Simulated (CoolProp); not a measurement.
Vapour-liquid equilibrium of C3F8 (R218) (1) + R134a (2) at 3.3 bar; x and y are mole fractions of (1).

The numbers come from the multi-fluid Helmholtz-energy mixture model, Lemmon 2006 and Tillner-Roth 1994; pair parameters Bell 2016 in CoolProp.

```json
[
 {"x": "0.05", "bubble temperature, mixture model (K)": "272.2", "bubble temperature, Raoult's law (K)": "275.9", "y, mixture model": "0.170", "y, Raoult's law": "0.069"},
 {"x": "0.15", "bubble temperature, mixture model (K)": "267.0", "bubble temperature, Raoult's law (K)": "274.8", "y, mixture model": "0.362", "y, Raoult's law": "0.199"},
 {"x": "0.25", "bubble temperature, mixture model (K)": "264.3", "bubble temperature, Raoult's law (K)": "273.7", "y, mixture model": "0.461", "y, Raoult's law": "0.320"},
 {"x": "0.35", "bubble temperature, mixture model (K)": "262.9", "bubble temperature, Raoult's law (K)": "272.7", "y, mixture model": "0.522", "y, Raoult's law": "0.433"},
 {"x": "0.45", "bubble temperature, mixture model (K)": "262.1", "bubble temperature, Raoult's law (K)": "271.6", "y, mixture model": "0.566", "y, Raoult's law": "0.538"},
 {"x": "0.55", "bubble temperature, mixture model (K)": "261.7", "bubble temperature, Raoult's law (K)": "270.6", "y, mixture model": "0.606", "y, Raoult's law": "0.636"},
 {"x": "0.65", "bubble temperature, mixture model (K)": "261.5", "bubble temperature, Raoult's law (K)": "269.6", "y, mixture model": "0.648", "y, Raoult's law": "0.727"},
 {"x": "0.75", "bubble temperature, mixture model (K)": "261.7", "bubble temperature, Raoult's law (K)": "268.7", "y, mixture model": "0.701", "y, Raoult's law": "0.812"},
 {"x": "0.85", "bubble temperature, mixture model (K)": "262.6", "bubble temperature, Raoult's law (K)": "267.7", "y, mixture model": "0.778", "y, Raoult's law": "0.891"},
 {"x": "0.95", "bubble temperature, mixture model (K)": "264.6", "bubble temperature, Raoult's law (K)": "266.8", "y, mixture model": "0.903", "y, Raoult's law": "0.965"}
]
```

The largest gap from Raoult's law is -9.8 K in bubble temperature, at x = 0.35. y crosses x between x = 0.55 and 0.65: the model has an azeotrope there.

The pair parameters rest on a limited set of measurements; away from them the model extrapolates.
